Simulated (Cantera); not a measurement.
A closed system holds: 1 mol Ti(OiPr)4, 1.7 mol H2O, 170 mol H2, at 1477 °C and 458 Torr.

These are equilibrium values from Cantera (NASA tables, ideal gas, pure condensed phases), not measurements of a reactor. Candidate condensed phases: C, C6H6, C7H8, C8H18, H2O, Ti, TiC, TiO, TiO2, Ti2O3, Ti3O5, Ti4O7; 113 gas species. The feed counts by its element totals alone. TiC: taken at fixed stoichiometry. The numbers say what is thermodynamically allowed, not how fast it happens.

Base state: H2 0.969, CO 0.0298, CH4 0.000523, H 0.000293, C2H2 (acetylene) 0.000111 (mole fractions); condensed: C(graphite) + TiC(s).

What changes in the equilibrium state with this change: H2O from 1.7 to 0.12 mol?


```
species             before     after
----------------  --------  --------
H2                   0.969     0.977
CO                  0.0298    0.0219
CH4               0.000523  0.000532
C2H2 (acetylene)  0.000111  0.000112
H                 0.000293  0.000294
C(graphite), mol      5.16      6.74
TiC(s), mol           1.00      1.00
```

What changes in the equilibrium state with this change: pressure from 458 Torr to 12.8 Torr?


| species | before | after |
|---|---|---|
| H2 | 0.969 | 0.968 |
| CO | 0.0298 | 0.0298 |
| H | 0.000293 | 0.00176 |
| CH4 | 0.000523 | 1.46e-5 |
| C2H2 (acetylene) | 0.000111 | 0.000111 |
| C(graphite), mol | 5.16 | 5.25 |
| TiC(s), mol | 1.00 | 1.00 |
